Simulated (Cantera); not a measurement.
Mixture: CO : H2 : O2 : N2 = 1 : 0.16 : 1 : 3.76 (molar parts), equivalence ratio 0.58, at 100000 Pa, adiabatic and at constant volume. Ignition delay is the time to a rise of 400 K.

Model: GRI-Mech 3.0 (53 species, 325 reactions), integrated in Cantera. Where the delays flatten at high temperature, the 400 K rule measures the pace of heat release, not the induction time.

Question: Predict: delay at 1000 K; delay at 1100 K; delay at 1200 K; delay at 1300 K; delay at 1400 K.

Answer: 
- delay at 1000 K: 0.602 ms
- delay at 1100 K: 0.196 ms
- delay at 1200 K: 0.116 ms
- delay at 1300 K: 85.1 µs
- delay at 1400 K: 70.8 µs
